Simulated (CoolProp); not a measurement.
Vapour-liquid equilibrium of C3F8 (R218) (1) + R134a (2) at 213.5 K; x and y are mole fractions of (1).

Computed with CoolProp (multi-fluid Helmholtz-energy mixture model, Lemmon 2006 and Tillner-Roth 1994; pair parameters Bell 2016).

Task: Give the bubble pressure and the first vapour's composition at x = 0.35, 0.5, 0.8. Is there an azeotrope?

Result: x = 0.35: 37.21 kPa, y = 0.637; x = 0.5: 37.87 kPa, y = 0.654; x = 0.8: 37.75 kPa, y = 0.722. y crosses x between x = 0.65 and 0.8: the model has an azeotrope there.

The pair parameters rest on a limited set of measurements; away from them the model extrapolates. With so large a gap from Raoult's law the liquid may split in two, which this calculation doesn't test in full.
